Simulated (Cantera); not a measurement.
A diamond (100) surface in a fixed gas of H2 with x(CH4) = 0.013, x(CH3) = 0.00046, at 1275 K, 30.0 Torr; coverages are run to steady state.

Cantera simulation using the Harris–Goodwin 1993 mechanism for the reconstructed diamond (100) surface; the numbers are that mechanism's predictions, not measurements.

One state of this run: growth (µm/h) = 2.00; θ c6HH = 0.418; θ c6H* = 0.0450; θ c6*H = 0.501; θ c6** = 0.0299; θ c6HM = 0.00126. θ: site fractions in the mechanism's names (c6HH fully hydrogenated, c6H* and c6*H radical sites, c6** diradical, c6HM methylated).

Question: Which value of x(H) does it belong to?
A. 0.022
B. 0.0006
C. 0.0015
D. 0.0001

Answer: C, 0.0015
